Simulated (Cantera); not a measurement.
Feed: 1 mol SiCl4, 92 mol N2, 0.48 mol NH3, at 452 °C and 0.470 bar.

These are equilibrium values from Cantera (NASA tables, ideal gas, pure condensed phases), not measurements of a reactor. Candidate condensed phases: NH4Cl, Si, Si3N4; 28 gas species. Rates play no part.

Base state: N2 0.979, HCl 0.0118, SiCl4 0.00767, H2 0.00173 (mole fractions); condensed: Si3N4(s).

What changes in the equilibrium state with this change: temperature from 452 °C to 602 °C?


```json
[
 {"species": "N2", "before": "0.979", "after": "0.979"},
 {"species": "HCl", "before": "0.0118", "after": "0.0128"},
 {"species": "SiCl4", "before": "0.00767", "after": "0.00742"},
 {"species": "H2", "before": "0.00173", "after": "0.00124"},
 {"species": "Si3N4(s), mol", "before": "0.0928", "after": "0.100"}
]
```

What changes in the equilibrium state with this change: NH3 from 0.48 to 5.7 mol?


```csv
species,before,after
N2,0.979,0.900
H2,0.00173,0.0635
HCl,0.0118,0.0361
SiCl4,0.00767,0.000523
NH3,2.30e-7,4.89e-5
"Si3N4(s), mol",0.0928,0.315
```

What changes in the equilibrium state with this change: temperature from 452 °C to 1725 °C?


```csv
species,before,after
N2,0.979,0.972
HCl,0.0118,0.0150
SiCl2,<1e-9,0.00789
SiCl4,0.00767,0.000604
Cl,<1e-9,0.00284
SiCl3,1.58e-9,0.00203
H,<1e-9,2.16e-5
"Si3N4(s), mol",0.0928,0
```
The tables' values for SiCl3 are old estimates; treat these amounts as uncertain.
